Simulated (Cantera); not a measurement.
Charge: 1 mol HI, 0.6 mol O₂, equilibrated at 2575 K and 0.0100 bar.

These are equilibrium values from Cantera (NASA tables, ideal gas, pure condensed phases), not measurements of a reactor. Candidate condensed phases: H₂O, I₂; 12 gas species. The numbers say what is thermodynamically allowed, not how fast it happens.

Base state: I 0.476, O₂ 0.144, H₂O 0.144, O 0.0787, OH 0.0626, H 0.0620, H₂ 0.0320, HI 0.00161 (mole fractions); condensed: gas only.

What changes in the equilibrium state with this change: temperature from 2575 K to 3025 K?


| species | before | after |
|---|---|---|
| I | 0.476 | 0.353 |
| O | 0.0787 | 0.275 |
| H | 0.0620 | 0.251 |
| H₂O | 0.144 | 0.00993 |
| O₂ | 0.144 | 0.0499 |
| OH | 0.0626 | 0.0389 |
| H₂ | 0.0320 | 0.0217 |
| HI | 0.00161 | 0.000536 |

What changes in the equilibrium state with this change: 0.47 mol N₂ added?


```json
[
 {"species": "I", "before": "0.476", "after": "0.385"},
 {"species": "N₂", "before": "0", "after": "0.177"},
 {"species": "O₂", "before": "0.144", "after": "0.112"},
 {"species": "H₂O", "before": "0.144", "after": "0.110"},
 {"species": "OH", "before": "0.0626", "after": "0.0514"},
 {"species": "H₂", "before": "0.0320", "after": "0.0278"},
 {"species": "O", "before": "0.0787", "after": "0.0694"},
 {"species": "H", "before": "0.0620", "after": "0.0578"},
 {"species": "NO", "before": "0", "after": "0.00903"},
 {"species": "HI", "before": "0.00161", "after": "0.00121"}
]
```
